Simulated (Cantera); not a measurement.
An adiabatic, constant-pressure homogeneous reactor starts with CH₃OH : O₂ : N₂ = 1 : 2.14 : 8.06 (molar parts), equivalence ratio 0.70, at 1773 K and 4.93 atm. Integrator tolerance rtol = 1e-08.

Computed with Cantera and GRI-Mech 3.0 (53 species, 325 reactions). GRI-Mech 3.0 was tuned for natural gas; its chemistry of methanol as a main component is partial and can be far from experiment.

Task: What does this change do: N2 8.06 to 22 parts?

Result: 
```json
[
 {"quantity": "time of steepest temperature rise", "before": "8.22 µs", "after": "12.7 µs"},
 {"quantity": "temperature at 0.500 s", "before": "2812 K", "after": "2404 K"},
 {"quantity": "equilibrium temperature", "before": "2812 K", "after": "2404 K"},
 {"quantity": "x(CH₃OH) at 0.500 s", "before": "<1e-12 (gas-phase equilibrium <1e-12)", "after": "<1e-12 (gas-phase equilibrium <1e-12)"},
 {"quantity": "x(O₂) at 0.500 s", "before": "0.0512 (gas-phase equilibrium 0.0512)", "after": "0.0221 (gas-phase equilibrium 0.0221)"},
 {"quantity": "x(HCO) at 0.500 s", "before": "2.98e-8 (gas-phase equilibrium 2.98e-8)", "after": "4.14e-10 (gas-phase equilibrium 4.14e-10)"},
 {"quantity": "x(CH₃) at 0.500 s", "before": "<1e-12 (gas-phase equilibrium <1e-12)", "after": "<1e-12 (gas-phase equilibrium <1e-12)"},
 {"quantity": "x(CH₂) at 0.500 s", "before": "<1e-12 (gas-phase equilibrium <1e-12)", "after": "<1e-12 (gas-phase equilibrium <1e-12)"},
 {"quantity": "x(O) at 0.500 s", "before": "0.00579 (gas-phase equilibrium 0.00579)", "after": "0.000592 (gas-phase equilibrium 0.000592)"}
]
```

Task: What does this change do: constant volume in place of constant pressure?

Result: 
```
quantity                                                            before                                    after
---------------------------------  ---------------------------------------  ---------------------------------------
time of steepest temperature rise                                  8.22 µs                                  6.87 µs
temperature at 0.500 s                                              2812 K                                   2976 K
equilibrium temperature                                             2812 K                                   2976 K
x(CH₃OH) at 0.500 s                  <1e-12 (gas-phase equilibrium <1e-12)    <1e-12 (gas-phase equilibrium <1e-12)
x(O₂) at 0.500 s                     0.0512 (gas-phase equilibrium 0.0512)    0.0509 (gas-phase equilibrium 0.0509)
x(HCO) at 0.500 s                  2.98e-8 (gas-phase equilibrium 2.98e-8)  8.37e-8 (gas-phase equilibrium 8.37e-8)
x(CH₃) at 0.500 s                    <1e-12 (gas-phase equilibrium <1e-12)    <1e-12 (gas-phase equilibrium <1e-12)
x(CH₂) at 0.500 s                    <1e-12 (gas-phase equilibrium <1e-12)    <1e-12 (gas-phase equilibrium <1e-12)
x(O) at 0.500 s                    0.00579 (gas-phase equilibrium 0.00579)  0.00786 (gas-phase equilibrium 0.00786)
```
